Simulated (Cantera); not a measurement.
A freely propagating, adiabatic, planar premixed flame of CH4 : O2 : N2 = 1 : 2 : 7.52 (molar parts), unburnt at 600 K and 101000 Pa; mixture-averaged transport, grid criteria slope 0.08 and curve 0.16, no radiation.

Computed with Cantera and GRI-Mech 3.0 (53 species, 325 reactions). Burning velocities carry a grid error of a few per cent, more on coarse grids.

### Question
Predict: laminar burning velocity; thermal thickness; peak x(CH2O); peak x(HO2); peak x(H2); peak x(CH2).

### Answer
- laminar burning velocity = 131 cm/s
- thermal thickness = 0.326 mm
- peak x(CH2O) = 0.00116
- peak x(HO2) = 0.000189
- peak x(H2) = 0.0239
- peak x(CH2) = 6.79e-5
